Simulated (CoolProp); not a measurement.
The fluid at 367.84 K and 7.71 MPa flows at 0.2 m/s in a round tube of 6 mm bore and 1.5 µm roughness, fully developed (64/Re and Nu = 3.66 if laminar; Colebrook and Gnielinski if turbulent). The same conditions are run with several fluids, on thermodynamics alone (safety and materials aside).

Values from CoolProp's reference Helmholtz-energy equation of state of each fluid (C2F6 (R116): Lemmon 2006; CF4 (R14): Platzer 1990; R404A: Lemmon 2003; R13: Platzer 1990). The equations of Platzer and Polt are older, rougher fits. Blends and air are pseudo-pure fits.

| fluid | Reynolds number | Darcy friction factor | pressure drop (Pa/m) | heat-transfer coefficient (W/(m² K)) | mass flow (kg/h) |
|---|---|---|---|---|---|
| C2F6 (R116) | 17900 | 0.0271 | 47.6 | 349 | 10.7 |
| CF4 (R14) | ? | 0.0301 | 24.5 | 159 | ? |
| R404A | ? | ? | ? | ? | 14.6 |
| R13 | ? | 0.0271 | ? | 299 | 8.50 |

### Question
Complete the blanks.

### Answer

- CF4 (R14), Reynolds number: 11600
- CF4 (R14), mass flow (kg/h): 4.97
- R404A, Reynolds number: 13900
- R404A, Darcy friction factor: 0.0288
- R404A, pressure drop (Pa/m): 69.1
- R404A, heat-transfer coefficient (W/(m² K)): 597
- R13, Reynolds number: 18000
- R13, pressure drop (Pa/m): 37.7

Transport values come from each fluid's own correlations; those of C2F6 (R116), CF4 (R14), R13 are estimates that may be off by 10 % or more.
